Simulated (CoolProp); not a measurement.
Values from CoolProp's reference Helmholtz-energy equation of state, Gao 2022.

Task: For n-perfluorohexane, give the phase and the Z, cv (kJ/(kg K)), speed of sound (m/s), Joule-Thomson coefficient (K/MPa) at 271.6 K and 22.9 bar; 392.5 K and 22.9 bar; 416.6 K and 22.9 bar.

Result: 
- 271.6 K and 22.9 bar: liquid; Z 0.195, cv 0.814, speed of sound 599, Joule-Thomson coefficient -0.328
- 392.5 K and 22.9 bar: liquid; Z 0.173, cv 0.971, speed of sound 271, Joule-Thomson coefficient 0.131
- 416.6 K and 22.9 bar: liquid; Z 0.178, cv 1.000, speed of sound 199, Joule-Thomson coefficient 0.535
